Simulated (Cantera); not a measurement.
**Ignition delay**

Mixture: 14.4 % CH₄, 18.0 % O₂, 67.6 % N₂, at 5.00 bar, adiabatic and at constant volume. Ignition delay is the time to a rise of 400 K.

Computed with Cantera and GRI-Mech 3.0 (53 species, 325 reactions).

| T0 (K) | delay (ms) |
|---|---|
| 1250 | 6.40 |
| 1325 | 2.58 |
| 1400 | 1.10 |
| 1475 | 0.494 |
| 1550 | 0.232 |

| Item | Result |
|---|---|
| apparent activation energy between 1400 and 1550 K | 190 kJ/mol |
